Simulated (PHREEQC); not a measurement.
## Acid rinse or clean: an equilibrium model

Solution (25 °C): 20 mmol/kgw H2SO4, 69 mmol/kgw CuSO4 and 36 mmol/kgw MgCl2. Closed to the air; pH follows from the charge balance.

The numbers come from PHREEQC with the ion-association model, phreeqc.dat.

Each row changes one thing in this solution. Precipitation was switched off in this run.

```
case                                 pH  ionic strength (mol/kgw)  Cl- (mol/kgw)  Cu+2 (mol/kgw)  SO4-2 (mol/kgw)  CuSO4 (mol/kgw)
---------------------------------  ----  ------------------------  -------------  --------------  ---------------  ---------------
as made                            1.78                     0.254         0.0694          0.0437           0.0331           0.0227
CuSO4 from 0.069 to 0.138 mol/kgw     ?                     0.371         0.0680          0.0780           0.0610           0.0561
0.0011 mol/kgw FeSO4 added         1.79                     0.256         0.0694          0.0436                ?           0.0229
diluted 5-fold with water          2.32                    0.0597         0.0142               ?          0.00944                ?
temperature from 25 to 80 °C       2.06                     0.206         0.0559          0.0366           0.0232           0.0167
```

Some entries are withheld; supply them.


- CuSO4 from 0.069 to 0.138 mol/kgw, pH: 1.90
- 0.0011 mol/kgw FeSO4 added, SO4-2 (mol/kgw): 0.0335
- diluted 5-fold with water, Cu+2 (mol/kgw): 0.00984
- diluted 5-fold with water, CuSO4 (mol/kgw): 0.00378

At this temperature some constants are extrapolated from 25 °C, and those without enthalpy data are left unchanged.
